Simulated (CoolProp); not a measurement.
Dimethyl ether along the isotherm 328.2 K: Z from the reference equation and from simpler models built on Tc = 400.4 K, pc = 5.337 MPa, ω = 0.196; each cubic takes its own stable root.

Values from CoolProp's reference Helmholtz-energy equation of state, Wu 2011.

```tsv
p (MPa)	phase	reference
0.158	gas	0.9795
0.36	gas	0.9521
0.819	gas	0.8837
1.86	liquid	0.05142
4.24	liquid	0.1158
9.65	liquid	0.2576
22	liquid	0.5648
50	liquid	1.212
```

### Question
How far does each simpler model (van der Waals, Redlich-Kwong, Peng-Robinson) lie from the reference over these 8 states: mean and median of the absolute difference, and the worst?

### Answer
- van der Waals: mean 208.5 %, median 48.1 %, worst +1449.8 % at 328.2 K and 1.86 MPa
- Redlich-Kwong: mean 8.1 %, median 8.6 %, worst +16.7 % at 328.2 K and 1.86 MPa
- Peng-Robinson: mean 1.8 %, median 1.3 %, worst -4.8 % at 328.2 K and 50 MPa

At some of these states van der Waals gives the other phase, because its saturation line lies elsewhere.
